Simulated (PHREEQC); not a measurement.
A solution holds 0.076 mol/kgw NaHSO4, 0.0026 mol/kgw KOH and 0.00052 mol/kgw KCl, at 49 °C. Closed to the air; pH follows from the charge balance.

All values are PHREEQC results (ion-association model, phreeqc.dat), not measurements.

```
quantity                   before    after
------------------------  -------  -------
pH                           1.64     1.51
ionic strength (mol/kgw)    0.130    0.185
HSO4- (mol/kgw)            0.0452   0.0724
SO4-2 (mol/kgw)            0.0269   0.0351
NaSO4- (mol/kgw)          0.00364  0.00625
SI of Halite (NaCl)         -6.26    -6.12
SI of Sylvite (KCl)         -7.10    -7.14
```

Q: Name the change that produced these shifts.
A) 0.042 mol/kgw K3PO4 added
B) diluted 5-fold with water
C) NaHSO4 from 0.076 to 0.114 mol/kgw
D) 0.0014 mol/kgw Na2B4O7 added
E) KCl from 0.00052 to 5.2e-05 mol/kgw

A: C, NaHSO4 from 0.076 to 0.114 mol/kgw

Precipitation was switched off in this run. Constants without temperature data keep their 25 °C values here.
